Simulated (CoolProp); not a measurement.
Values from CoolProp's reference Helmholtz-energy equation of state, McLinden 2015.

Q: Give the vapour pressure (kPa), liquid density (kg/m³), enthalpy of vaporisation (kJ/kg) of saturated the fluoroketone C6F12O (FK-5-1-12) at 33.15, 50.35, 73.25 °C.

A: 
| T (°C) | p (kPa) | liquid density (kg/m³) | enthalpy of vaporisation (kJ/kg) |
|---|---|---|---|
| 33.15 | 56.3 | 1580 | 92.6 |
| 50.35 | 106 | 1520 | 87.6 |
| 73.25 | 219 | 1440 | 80.3 |
